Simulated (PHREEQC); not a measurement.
Solution (65 °C): 0.014 mol/kgw Cu(NO3)2, 0.068 mol/kgw HBF4 and 0.00016 mol/kgw NaCl. Closed to the air; pH follows from the charge balance.

Computed with PHREEQC (ion-association model, wateq4f.dat).

No solid was allowed to form.

Predict the pH.

pH 1.29.

In which forms is Cl present?

Cl- 93 %, CuCl+ 7.2 % of the Cl.

Complexes and solids missing from the database can't appear. Away from 25 °C the constants follow the database's enthalpies or fits; those with neither stay at their 25 °C values. Real BF4- forms and hydrolyses slowly; the run takes it at equilibrium.
